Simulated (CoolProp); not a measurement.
A closed Brayton cycle with carbon dioxide: compressor inlet 315.15 K and 9.7 MPa, high pressure 29.4 MPa, turbine inlet 790 K, compressor efficiency 0.89, turbine efficiency 0.9, recuperator effectiveness 0.8 (on enthalpy, no pinch check). Each further row changes one setting.

Computed with CoolProp (reference Helmholtz-energy equation of state, Span 1996).

```tsv
case	thermal efficiency (%)	net work (kJ/kg)	compressor to turbine work	compressor exit (K)	turbine exit (K)
as stated	31.2	103	0.25	361.0	660.4
turbine inlet 740 K	30.0	___	0.27	361.0	615.0
compressor inlet 325.15 K	30.1	___	___	402.8	660.4
high pressure 25 MPa	29.3	91.5	___	353.7	___
recuperator effectiveness 0.5	23.5	103	0.25	361.0	660.4
```

Problem. Some entries are withheld; supply them.

Solution. 
- turbine inlet 740 K, net work (kJ/kg): 92.6
- compressor inlet 325.15 K, net work (kJ/kg): 88.4
- compressor inlet 325.15 K, compressor to turbine work: 0.36
- high pressure 25 MPa, compressor to turbine work: 0.23
- high pressure 25 MPa, turbine exit (K): 678.9
